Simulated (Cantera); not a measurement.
Feed: 1 mol Si, 1.6 mol Br2, 72 mol H2, 1.3 mol HBr, at 1.00 bar.

Equilibrium computed with Cantera from the NASA thermochemical tables; the gas is ideal and each condensed phase is pure. Candidate condensed phases: Br2, Si; 19 gas species. Equilibrium is a limit: real reactors are often held back by kinetics, nucleation or transport.

What share of the Si ends up in condensed phases as a function of T (K), at 698, 748, 798, 848, 898, 948, 998, 1048, 1098, 1148, 1198, 1248, 1298?


```csv
T (K),Si condensed (%),as
698,0.0,-
748,0.0,-
798,0.0,-
848,0.0,-
898,0.0,-
948,0.0,-
998,2.0,Si(s)
1048,10.5,Si(s)
1098,20.2,Si(s)
1148,30.3,Si(s)
1198,39.5,Si(s)
1248,46.8,Si(s)
1298,51.6,Si(s)
```
